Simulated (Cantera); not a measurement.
A Cantera script and what it prints.

```python
import numpy as np
import cantera as ct

gas_names = [...]  # 113 gases of nasa_gas.yaml made of C, H, O, Ti
cond_names = """
    C(gr) C6H6(L) C7H8(L) C8H18(L),n-octa H2O(s) H2O(L) Ti(a) Ti(b) Ti(L) TiC(s) TiC(L) TiO(a) TiO(b)
    TiO(L) TiO2(ru) TiO2(L) Ti2O3(a) Ti2O3(b) Ti2O3(L) Ti3O5(a) Ti3O5(b) Ti3O5(L) Ti4O7(s) Ti4O7(L)
""".split()


# ... load() reads the species with a 1 bar reference pressure and builds the phases ...
atoms = {
    'Ti(OiPr)4': {'Ti': 1, 'C': 12, 'H': 28, 'O': 4},
    'C3H8': {'C': 3, 'H': 8},
    'H2': {'H': 2},
}
top_T = {'C(gr)': 4500}  # K; cautious upper limits of use, not melting points


# ... equilibrate(T, P, feed) seeds the gas with the atoms and calls Mixture.equilibrate('TP', solver="vcs", rtol=1e-11, max_steps=5000) ...
results = []
feed = {'Ti(OiPr)4': 1, 'C3H8': 0.35, 'H2': 3.6}  # mol
P = 100000  # Pa
for T in [1223, 1273, 1323, 1373, 1423, 1473, 1523, 1573, 1623, 1673, 1723, 1773, 1823]:
    mix = equilibrate(T, P, feed)
    results.append((T, P, feed, dict(zip(mix.species_names, mix.species_moles))))

top = {s: max(r[3][s] / sum(r[3][g] for g in gas_names) for r in results) for s in gas_names}
cols = sorted((s for s in top if top[s] > 0.0001), key=lambda s: -top[s])[:9]
seen = [c for c in cond_names if any(r[3].get(c, 0) > 1e-12 for r in results)]
print("log10 of partial pressures in bar; condensed amounts in mol")
print(f"{'T/K':>10s}" + "".join(f"{s[:9]:>10s}" for s in cols + seen))
for T, P, feed, n in results:
    ng = sum(n[g] for g in gas_names)
    print(f"{T:10.4g}" + "".join(f"{np.log10(max(n[s] / ng * P / 1e5, 1e-99)):10.3f}" for s in cols)
          + "".join(f"{n.get(c, 0):10.4g}" for c in seen))
```

Output:

```
log10 of partial pressures in bar; condensed amounts in mol
       T/K        H2        CO       CH4       H2O         H C2H2,acet       CO2     C(gr)    TiC(s)  TiO2(ru)  Ti3O5(b)  Ti4O7(s)
      1223    -0.049    -1.025    -1.974    -2.771    -6.546    -6.854    -3.911     10.87         0         1         0         0
      1273    -0.053    -0.977    -2.132    -2.954    -6.173    -6.483    -4.097     10.67         0         0         0      0.25
      1323    -0.052    -0.976    -2.271    -3.162    -5.825    -6.135    -4.355      10.7         0         0         0      0.25
      1373    -0.052    -0.961    -2.403    -3.343    -5.504    -5.815    -4.566     10.64         0         0    0.3333         0
      1423    -0.052    -0.961    -2.523    -3.523    -5.204    -5.516    -4.788     10.66         0         0    0.3333         0
      1473    -0.084    -0.760    -2.701    -3.523    -4.940    -5.271    -4.592     8.011         1         0         0         0
      1523    -0.084    -0.759    -2.806    -3.680    -4.678    -5.012    -4.784     8.019         1         0         0         0
      1573    -0.084    -0.759    -2.904    -3.826    -4.433    -4.769    -4.963     8.024         1         0         0         0
      1623    -0.084    -0.760    -2.996    -3.964    -4.202    -4.541    -5.131     8.028         1         0         0         0
      1673    -0.084    -0.760    -3.083    -4.093    -3.985    -4.328    -5.288     8.031         1         0         0         0
      1723    -0.084    -0.760    -3.164    -4.215    -3.781    -4.127    -5.436     8.032         1         0         0         0
      1773    -0.084    -0.760    -3.241    -4.329    -3.588    -3.937    -5.575     8.032         1         0         0         0
      1823    -0.084    -0.760    -3.314    -4.437    -3.405    -3.759    -5.705     8.031         1         0         0         0
```

Cantera equilibrium calculation (NASA polynomials, part measured and part estimated; ideal gas, pure solids and liquids). The feed counts by its element totals alone. TiC: taken at fixed stoichiometry. Condensed phases not in the tables: Magnéli phases beyond Ti4O7.
